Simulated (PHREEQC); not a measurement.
Consider water at 30 °C with 0.018 mol/kgw HF, 0.00079 mol/kgw NaF and 0.0031 mol/kgw LiCl. Closed to the air; pH follows from the charge balance.

The numbers come from PHREEQC with the ion-association model, wateq4f.dat.

Each row changes one thing in this solution. No solid was allowed to form.

```json
[
 {"case": "as made", "pH": "2.57", "ionic strength (mol/kgw)": "0.00679", "HF (mol/kgw)": "0.0140", "F- (mol/kgw)": "0.00349", "H2F2 (mol/kgw)": "0.000429", "HF2- (mol/kgw)": "0.000195", "SI of Halite (NaCl)": "-7.28"},
 {"case": "HF from 0.018 to 0.0018 mol/kgw", "pH": "3.25", "ionic strength (mol/kgw)": "0.00449", "HF (mol/kgw)": "0.00119", "F- (mol/kgw)": "0.00138", "H2F2 (mol/kgw)": "3.06e-6", "HF2- (mol/kgw)": "6.54e-6", "SI of Halite (NaCl)": "-7.27"},
 {"case": "temperature from 30 to 15 °C", "pH": "2.52", "ionic strength (mol/kgw)": "0.00713", "HF (mol/kgw)": "0.0133", "F- (mol/kgw)": "0.00385", "H2F2 (mol/kgw)": "0.000654", "HF2- (mol/kgw)": "0.000179", "SI of Halite (NaCl)": "-7.25"},
 {"case": "LiCl replaced by FeCl3 at the same molality", "pH": "2.14", "ionic strength (mol/kgw)": "0.0103", "HF (mol/kgw)": "0.00962", "F- (mol/kgw)": "0.000904", "H2F2 (mol/kgw)": "0.000202", "HF2- (mol/kgw)": "3.47e-5", "SI of Halite (NaCl)": "-6.82"},
 {"case": "diluted 100-fold with water", "pH": "3.85", "ionic strength (mol/kgw)": "0.000184", "HF (mol/kgw)": "3.52e-5", "F- (mol/kgw)": "0.000153", "H2F2 (mol/kgw)": "2.69e-9", "HF2- (mol/kgw)": "2.14e-8", "SI of Halite (NaCl)": "-11.22"},
 {"case": "HF from 0.018 to 0.009 mol/kgw", "pH": "2.76", "ionic strength (mol/kgw)": "0.00577", "HF (mol/kgw)": "0.00685", "F- (mol/kgw)": "0.00260", "H2F2 (mol/kgw)": "0.000102", "HF2- (mol/kgw)": "7.08e-5", "SI of Halite (NaCl)": "-7.28"}
]
```

Complexes and solids missing from the database can't appear. Some of these states are supersaturated (in Hematite (slow to form), for instance).
